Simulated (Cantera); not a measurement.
Feed: 1 mol CaF2, 0.018 mol HF, 1.6 mol H2, equilibrated at 700 °C and 10.0 mbar.

Cantera equilibrium calculation (NASA polynomials, part measured and part estimated; ideal gas, pure solids and liquids). Candidate condensed phases: Ca, CaF2; 15 gas species. Rates play no part.

Question: What is the equilibrium state?

Answer: 
* **x(H2)**: 0.989
* **x(HF)**: 0.0111
* **n(CaF2(s))**: 1.00 mol
* **gas amount**: 1.618 mol
* **log10 activity of Ca(s) (absent)**: -21.12
